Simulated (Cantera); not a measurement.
An isothermal, constant-pressure homogeneous reactor starts with 30.3 % CH₄, 69.7 % CO₂, at 1525 K and 2.20 bar.

Cantera simulation using GRI-Mech 3.0 (53 species, 325 reactions); the numbers are that mechanism's predictions, not measurements.

One state of this run: x CH₄ = 0.0747; x CO₂ = 0.378; x CH₂O = 5.74e-6; x C₂H₄ = 0.00359; x OH = 2.67e-7; x H = 3.32e-6; x O = 1.77e-12. x: mole fraction; the columns are a selection and need not sum to one.

Which value of t (s) does it belong to?
A) 0.365
B) 0.127
C) 0.0155
D) 0.00188

A, 0.365
